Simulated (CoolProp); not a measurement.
n-nonane at 410.15 K and 0.0143 MPa flows at 0.23 m/s in a round tube of 25 mm bore and 15 µm roughness, fully developed (64/Re and Nu = 3.66 if laminar; Colebrook and Gnielinski if turbulent). Each further row changes one setting.

The numbers come from the reference Helmholtz-energy equation of state, Lemmon 2006 in CoolProp. It is a short technical equation, of lower accuracy than the large ones.

```tsv
case	Reynolds number	Darcy friction factor	pressure drop (Pa/m)	heat-transfer coefficient (W/(m² K))	mass flow (kg/h)
as stated	?	0.152	0.0871	2.88	?
velocity 0.46 m/s	844	0.0758	0.174	2.88	0.441
diameter 50 mm	844	0.0758	0.0218	?	0.882
```

Question: Some entries are withheld; supply them.

Answer: 
- as stated, Reynolds number: 422
- as stated, mass flow (kg/h): 0.221
- diameter 50 mm, heat-transfer coefficient (W/(m² K)): 1.44

Viscosity comes from a separate model (Huber 2004). Thermal conductivity comes from a separate model (Huber 2005).
